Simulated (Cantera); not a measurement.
Charge: 1 mol SiH₄, 0.11 mol NO, 7.2 mol H₂, at 1330 Pa.

Method: chemical equilibrium by Gibbs-energy minimisation in Cantera with the NASA 1993 tables (ideal gas, pure condensed phases). Candidate condensed phases: H₂O, Si, SiO₂, Si₂N₂O, Si₃N₄; 35 gas species. Mutual solubility and eutectic melting of coexisting phases are not modelled. The tables hold silica as quartz up to 1696 K and as liquid above; real silica turns to tridymite and cristobalite and melts near 1996 K. Gases not in the tables: Si₂H₆ and higher silanes. Equilibrium is a limit: real reactors are often held back by kinetics, nucleation or transport.

x: gas mole fraction; n: condensed amount in mol.

```json
[
 {"T (K)": "725", "x H₂": "1.00", "x SiO": "<1e-12", "x N₂": "<1e-12", "x H": "<1e-12", "x Si": "<1e-12", "n Si(s)": "0.863", "n SiO₂(α-quartz)": "0.0275", "n Si₂N₂O(s)": "0.0550", "n SiO₂(β-quartz)": "0", "n Si(l)": "0"},
 {"T (K)": "825", "x H₂": "1.00", "x SiO": "5.39e-12", "x N₂": "<1e-12", "x H": "6.87e-11", "x Si": "<1e-12", "n Si(s)": "0.863", "n SiO₂(α-quartz)": "0.0275", "n Si₂N₂O(s)": "0.0550", "n SiO₂(β-quartz)": "0", "n Si(l)": "0"},
 {"T (K)": "925", "x H₂": "1.00", "x SiO": "1.32e-9", "x N₂": "<1e-12", "x H": "2.26e-9", "x Si": "<1e-12", "n Si(s)": "0.863", "n SiO₂(α-quartz)": "0", "n Si₂N₂O(s)": "0.0550", "n SiO₂(β-quartz)": "0.0275", "n Si(l)": "0"},
 {"T (K)": "1025", "x H₂": "1.00", "x SiO": "1.08e-7", "x N₂": "<1e-12", "x H": "3.77e-8", "x Si": "<1e-12", "n Si(s)": "0.862", "n SiO₂(α-quartz)": "0", "n Si₂N₂O(s)": "0.0550", "n SiO₂(β-quartz)": "0.0275", "n Si(l)": "0"},
 {"T (K)": "1125", "x H₂": "1.000", "x SiO": "…", "x N₂": "…", "x H": "…", "x Si": "…", "n Si(s)": "0.862", "n SiO₂(α-quartz)": "0", "n Si₂N₂O(s)": "0.0550", "n SiO₂(β-quartz)": "0.0275", "n Si(l)": "0"},
 {"T (K)": "1225", "x H₂": "1.000", "x SiO": "8.14e-5", "x N₂": "9.76e-10", "x H": "2.70e-6", "x Si": "2.59e-10", "n Si(s)": "0.862", "n SiO₂(α-quartz)": "0", "n Si₂N₂O(s)": "0.0550", "n SiO₂(β-quartz)": "0.0271", "n Si(l)": "0"},
 {"T (K)": "1325", "x H₂": "0.999", "x SiO": "…", "x N₂": "…", "x H": "…", "x Si": "…", "n Si(s)": "0.858", "n SiO₂(α-quartz)": "0", "n Si₂N₂O(s)": "0.0550", "n SiO₂(β-quartz)": "…", "n Si(l)": "0"},
 {"T (K)": "1425", "x H₂": "0.994", "x SiO": "0.00594", "x N₂": "1.20e-6", "x H": "5.89e-5", "x Si": "1.21e-7", "n Si(s)": "0.835", "n SiO₂(α-quartz)": "0", "n Si₂N₂O(s)": "0.0550", "n SiO₂(β-quartz)": "0", "n Si(l)": "0"},
 {"T (K)": "1525", "x H₂": "0.994", "x SiO": "0.00605", "x N₂": "0.000112", "x H": "0.000204", "x Si": "1.42e-6", "n Si(s)": "0.836", "n SiO₂(α-quartz)": "0", "n Si₂N₂O(s)": "0.0540", "n SiO₂(β-quartz)": "0", "n Si(l)": "0"},
 {"T (K)": "1625", "x H₂": "0.986", "x SiO": "0.00967", "x N₂": "0.00378", "x H": "0.000607", "x Si": "1.22e-5", "n Si(s)": "0.870", "n SiO₂(α-quartz)": "0", "n Si₂N₂O(s)": "0.0197", "n SiO₂(β-quartz)": "0", "n Si(l)": "0"},
 {"T (K)": "1725", "x H₂": "0.981", "x SiO": "0.0117", "x N₂": "0.00587", "x H": "0.00159", "x Si": "7.61e-5", "n Si(s)": "0", "n SiO₂(α-quartz)": "0", "n Si₂N₂O(s)": "0", "n SiO₂(β-quartz)": "0", "n Si(l)": "0.889"},
 {"T (K)": "1825", "x H₂": "0.978", "x SiO": "0.0117", "x N₂": "0.00586", "x H": "0.00377", "x Si": "0.000341", "n Si(s)": "0", "n SiO₂(α-quartz)": "0", "n Si₂N₂O(s)": "0", "n SiO₂(β-quartz)": "0", "n Si(l)": "0.886"}
]
```

Problem. Some entries are withheld; supply them.

Solution. 
- 1325, x SiO: 0.00104
- 1325, x N₂: 3.55e-8
- 1325, x H: 1.42e-5
- 1325, x Si: 7.07e-9
- 1325, n SiO₂(β-quartz): 0.0227
- 1125, x SiO: 4.01e-6
- 1125, x N₂: 1.40e-11
- 1125, x H: 3.85e-7
- 1125, x Si: 5.26e-12
